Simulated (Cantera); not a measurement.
A closed system holds: 1 mol CH3Cl, 0.12 mol H2, held at 0.00975 Torr.

Cantera equilibrium calculation (NASA polynomials, part measured and part estimated; ideal gas, pure solids and liquids). Candidate condensed phases: C, C6H6, C7H8, C8H18; 91 gas species. Kinetics and transport are ignored.

Question: At 2525 K, list the 4 most abundant gas species with their mole fractions, and the condensed phases.

Answer: H 0.692, Cl 0.216, C3 0.0562, C 0.0180. Condensed: C(graphite).
